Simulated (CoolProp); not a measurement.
A simple Rankine cycle with propylene: condensing at 313.15 K, boiler at 3.91 MPa, turbine inlet 360.8 K, turbine efficiency 0.6, pump efficiency 0.7, no recuperator. Each further row changes one setting.

Model: reference Helmholtz-energy equation of state, Lemmon 2013, in CoolProp.

```csv
case,thermal efficiency (%),net work (kJ/kg),heat in (kJ/kg),turbine exit temperature (K),volume ratio over the turbine
as stated,4.7,15.0,316,313.1,2.76
turbine inlet 380.8 K,5.3,20.3,381,…,2.56
condensing temperature 305.15 K,5.7,19.3,338,305.1,…
boiler pressure 2.74 MPa,3.5,12.9,370,338.5,1.72
turbine efficiency 0.5,3.6,…,316,…,2.79
```

Question: Complete the blanks.

Answer: 
- turbine inlet 380.8 K, turbine exit temperature (K): 340.3
- condensing temperature 305.15 K, volume ratio over the turbine: 3.38
- turbine efficiency 0.5, net work (kJ/kg): 11.4
- turbine efficiency 0.5, turbine exit temperature (K): 313.6

The expansion ends wet for: as stated; condensing temperature 305.15 K.
